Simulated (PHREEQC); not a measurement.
Dissolve 0.041 mol/kgw CdSO4, 0.033 mol/kgw H3BO3 and 0.014 mol/kgw NiCl2 at 20 °C. Closed to the air; pH follows from the charge balance.

All values are PHREEQC results (ion-association model, wateq4f.dat), not measurements.

This is a speciation only: nothing precipitates in the calculation.

Order these Ni species by the share of Ni that they hold, largest first: NiSO4, Ni+2, NiCl+.

Ni+2 (67 %), NiSO4 (32 %), NiCl+ (1.0 %)

Order these Cl species by the share of Cl that they hold, largest first: Cl-, CdCl+, NiCl+, CdCl2.

Cl- (62 %), CdCl+ (34 %), CdCl2 (2.8 %), NiCl+ (0.52 %)

The pH is 5.43 and the ionic strength 0.110 mol/kgw. Complexes and solids missing from the database can't appear.
